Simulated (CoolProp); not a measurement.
A Linde-Hampson liquefier for dry air: isothermal reversible compression at 250 K from 1 atm to 30 MPa, throttling to 1 atm, return gas leaving the recuperator 10 K below the feed. Each further row changes one setting.

Model: reference Helmholtz-energy equation of state, Lemmon 2000, in CoolProp. It is a pseudo-pure fit of the blend.

```
case                        liquid yield per pass  compression work (kJ/kg of gas)
--------------------------  ---------------------  -------------------------------
as stated                                     [?]                              401
high pressure 60 MPa                        0.138                              463
warm-end temperature 280 K                    [?]                              [?]
warm-end gap 15 K                           0.130                              401
```

**Question.** What belongs in the gaps?

**Answer.** 
- as stated, liquid yield per pass: 0.142
- warm-end temperature 280 K, liquid yield per pass: 0.099
- warm-end temperature 280 K, compression work (kJ/kg of gas): 455
